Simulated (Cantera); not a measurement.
Feed: 1 mol MgSO4, 0.1 mol H2, 0.015 mol CO2, held at 725 K and 3680 Torr.

Cantera equilibrium calculation (NASA polynomials, part measured and part estimated; ideal gas, pure solids and liquids). Candidate condensed phases: C, C6H6, C7H8, C8H18, H2O, H2SO4, Mg, MgCO3, MgO, Mg(OH)2, MgS, MgSO4, S; 130 gas species. Gases not in the tables: S3 to S7. The numbers say what is thermodynamically allowed, not how fast it happens.

Base state: H2O 0.658, H2S 0.204, CO2 0.129, SO2 0.00514, S2 0.00293, S8 0.000908, H2 0.000214, COS 0.000182 (mole fractions); condensed: MgO(s) + MgSO4(s).

### Question
What changes in the equilibrium state with this change: pressure from 3680 Torr to 0.143 Torr?

### Answer
| species | before | after |
|---|---|---|
| SO2 | 0.00514 | 0.465 |
| H2O | 0.658 | 0.465 |
| CO2 | 0.129 | 0.0698 |
| H2S | 0.204 | <1e-9 |
| S2 | 0.00293 | <1e-9 |
| S8 | 0.000908 | <1e-9 |
| COS | 0.000182 | <1e-9 |
| MgO(s), mol | 0.0258 | 0.1000 |
| MgSO4(s), mol | 0.974 | 0.900 |
